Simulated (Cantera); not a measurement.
An isothermal, constant-pressure homogeneous reactor starts with H2 : O2 : N2 = 1.7 : 1 : 1.7 (molar parts), equivalence ratio 0.85, at 800 K and 13300 Pa.

Model: GRI-Mech 3.0 (53 species, 325 reactions), integrated in Cantera. Radical loss at walls, strong at low pressure, is not modelled. Below about 950 K walls govern HO2 and H2O2 in real vessels. The temperature is held fixed by assumption; the heat of reaction is taken as removed at once.

Predict: x(H2) at 20.0 s; x(O2) at 20.0 s; x(NO2) at 20.0 s.


```json
{
  "x(H2) at 20.0 s": "0.292 (gas-phase equilibrium <1e-12)",
  "x(O2) at 20.0 s": "0.182 (gas-phase equilibrium 0.0423)",
  "x(NO2) at 20.0 s": "3.06e-9 (gas-phase equilibrium 3.55e-8)"
}
```
